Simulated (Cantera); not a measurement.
A perfectly stirred reactor is fed with CH4 : H2 : O2 = 0.0023 : 1 : 0.0053 (molar parts), at 100.0 Torr; it is held at 2175 K, and followed from long to short residence time.

Computed with Cantera and GRI-Mech 3.0 (53 species, 325 reactions).

Problem. What does this change do: temperature 2175 to 2548 K?

Solution. 
```tsv
quantity	before	after
x(CH4) at τ = 0.300 s	0.000176	1.71e-6
x(H2) at τ = 0.300 s	0.976	0.911
x(O2) at τ = 0.300 s	6.11e-7	1.00e-7
x(CH3) at τ = 0.300 s	4.47e-5	2.62e-6
x(H2O) at τ = 0.300 s	0.00869	0.00776
x(CH4) at τ = 26.0 ms	0.000635	3.62e-5
x(H2) at τ = 26.0 ms	0.976	0.928
x(O2) at τ = 26.0 ms	7.46e-6	1.08e-6
x(CH3) at τ = 26.0 ms	0.000152	4.24e-5
x(H2O) at τ = 26.0 ms	0.00990	0.00801
```
